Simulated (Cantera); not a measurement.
An adiabatic, constant-pressure homogeneous reactor starts with 37.1 % H2, 13.2 % O2, 49.7 % N2, equivalence ratio 1.4, at 1775 K and 3750 Torr.

Computed with Cantera and the H2/O2 subset of GRI-Mech 3.0, which has no nitrogen chemistry. The hydrogen kinetics of GRI-Mech 3.0 are dated; newer H2 mechanisms differ, most at raised pressure. Above 3000 K some thermodynamic fits are extrapolated.

**Question.** Predict: time of steepest temperature rise; temperature at 0.600 s; equilibrium temperature; x(H2) at 0.600 s; x(O2) at 0.600 s; x(H2O2) at 0.600 s; x(H) at 0.600 s; x(OH) at 0.600 s; x(O) at 0.600 s; x(H2O) at 0.600 s.

**Answer.** 
```json
{
  "time_of_steepest_temperature_rise": "1.28 µs",
  "temperature at 0.600 s": "3115 K",
  "equilibrium_temperature": "3115 K",
  "x(H2) at 0.600 s": "0.125 (gas-phase equilibrium 0.125)",
  "x(O2) at 0.600 s": "0.00361 (gas-phase equilibrium 0.00361)",
  "x(H2O2) at 0.600 s": "7.03e-7 (gas-phase equilibrium 7.03e-7)",
  "x(H) at 0.600 s": "0.0353 (gas-phase equilibrium 0.0353)",
  "x(OH) at 0.600 s": "0.0262 (gas-phase equilibrium 0.0262)",
  "x(O) at 0.600 s": "0.00448 (gas-phase equilibrium 0.00448)",
  "x(H2O) at 0.600 s": "0.255 (gas-phase equilibrium 0.255)"
}
```
